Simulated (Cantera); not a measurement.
Charge: 1 mol Zr, 0.35 mol N₂O, 53 mol H₂, at 2200 Pa.

Method: chemical equilibrium by Gibbs-energy minimisation in Cantera with the NASA 1993 tables (ideal gas, pure condensed phases). Candidate condensed phases: H₂O, Zr, ZrN, ZrO₂; 28 gas species. Mutual solubility and eutectic melting of coexisting phases are not modelled. ZrN: taken at fixed stoichiometry. Condensed phases not in the tables: solid solutions among these carbides, nitrides and lower oxides, N, O or C dissolved in the metal. Kinetics and transport are ignored.

x: gas mole fraction; n: condensed amount in mol.

```csv
T (°C),x H₂,x H,x ZrO,x H₂O,x Zr,n Zr(β),n ZrN(s),n ZrO₂(monoclinic),n ZrO₂(tetragonal),n Zr(l)
1100,1.000,2.25e-5,<1e-12,3.61e-10,<1e-12,0.125,0.700,0.175,0,0
1175,1.000,6.21e-5,1.68e-12,1.38e-9,<1e-12,0.125,0.700,0.175,0,0
1250,1.000,0.000156,2.13e-11,4.56e-9,___,0.125,0.700,0,0.175,0
1325,1.000,0.000359,2.11e-10,1.34e-8,___,0.125,0.700,0,0.175,0
1400,0.999,0.000767,1.70e-9,3.56e-8,___,0.125,0.700,0,0.175,0
1475,0.998,0.00154,1.14e-8,8.70e-8,___,0.125,0.700,0,0.175,0
1550,0.997,0.00292,6.51e-8,1.97e-7,___,0.125,0.700,0,0.175,0
1625,0.995,0.00526,3.24e-7,4.18e-7,___,0.125,0.700,0,0.175,0
1700,0.991,0.00906,1.42e-6,8.35e-7,___,0.125,0.700,0,0.175,0
1775,0.985,0.0150,5.58e-6,1.58e-6,___,0.125,0.700,0,0.175,0
1850,0.976,0.0239,1.99e-5,2.85e-6,___,0.125,0.700,0,0.174,0
1925,0.963,0.0368,6.35e-5,5.01e-6,___,0,0.700,0,0.173,0.123
2000,0.945,0.0550,0.000187,8.43e-6,___,0,0.700,0,0.170,0.120
```

**Question.** Some entries are withheld; supply them.

**Answer.** 
- 1250, x Zr: 1.31e-12
- 1325, x Zr: 1.23e-11
- 1400, x Zr: 9.38e-11
- 1475, x Zr: 6.02e-10
- 1550, x Zr: 3.32e-9
- 1625, x Zr: 1.59e-8
- 1700, x Zr: 6.80e-8
- 1775, x Zr: 2.60e-7
- 1850, x Zr: 9.07e-7
- 1925, x Zr: 2.78e-6
- 2000, x Zr: 7.92e-6
